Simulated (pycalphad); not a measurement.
All values are pycalphad results on the COST 507 light-alloy database (1999) (1 atm), not direct measurements. These are 1990s assessments: newer ones move some temperatures and phases. Diffusion is slow at the low end, where real alloys seldom reach equilibrium.

Question: How does the equilibrium phase assembly of Ti-0.6515Hf-2.824B (wt.%) change on cooling from 2850 K to 530 K?

Answer: 
```csv
T (K),phases above,phases below
1898.3,liquid,BM + liquid
1814.1,BM + liquid,bcc + BM
1154.6,bcc + BM,bcc + BM + hcp
1154.0,bcc + BM + hcp,BM + hcp
```
Changes were sought between steps of 40 K, so a narrower field can be missed.

Database names, with the compositions (at.%) that they take in these runs: BM: Ti 50 B 50.
